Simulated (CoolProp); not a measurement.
Properties of methanol at several states (Tc = 240.2 °C, pc = 8.216 MPa, ω = 0.565).

The numbers come from the reference Helmholtz-energy equation of state, de Reuck 1993 in CoolProp.

```json
[
 {"T (°C)": "198.55", "p (MPa)": "15.3", "phase": "liquid", "density (kg/m³)": "605.9", "cp (kJ/(kg K))": "4.348", "expansivity (1/kK)": "2.912", "conductivity (mW/(m K))": "174"},
 {"T (°C)": "122.15", "p (MPa)": "19.5", "phase": "liquid", "density (kg/m³)": "715.2", "cp (kJ/(kg K))": "3.281", "expansivity (1/kK)": "1.451", "conductivity (mW/(m K))": "191"},
 {"T (°C)": "-91.85", "p (MPa)": "0.0771", "phase": "liquid", "density (kg/m³)": "899.0", "cp (kJ/(kg K))": "2.210", "expansivity (1/kK)": "1.103", "conductivity (mW/(m K))": "220"},
 {"T (°C)": "58.25", "p (MPa)": "0.0285", "phase": "gas", "density (kg/m³)": "0.3350", "cp (kJ/(kg K))": "1.640", "expansivity (1/kK)": "3.292", "conductivity (mW/(m K))": "18.2"},
 {"T (°C)": "296.85", "p (MPa)": "0.243", "phase": "gas", "density (kg/m³)": "1.653", "cp (kJ/(kg K))": "2.058", "expansivity (1/kK)": "1.791", "conductivity (mW/(m K))": "48.5"}
]
```

Thermal conductivity comes from a separate model (Sykioti 2013).
